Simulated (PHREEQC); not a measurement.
Solution (15 °C): 0.0023 mol/kgw Al(NO3)3 and 4.6e-05 mol/kgw ZnBr2. Closed to the air; pH follows from the charge balance.

Computed with PHREEQC (ion-association model, phreeqc.dat).

Precipitation was switched off in this run.

Q: What pH, specific conductance does the model give?

A: pH 4.08; specific conductance 643 µS/cm.

Q: In which forms is Al present?

A: Al+3 96 %, AlOH+2 3.8 % of the Al.

The solution is supersaturated, for example in Gibbsite (slow to form), so a real one may precipitate; this is no full list.
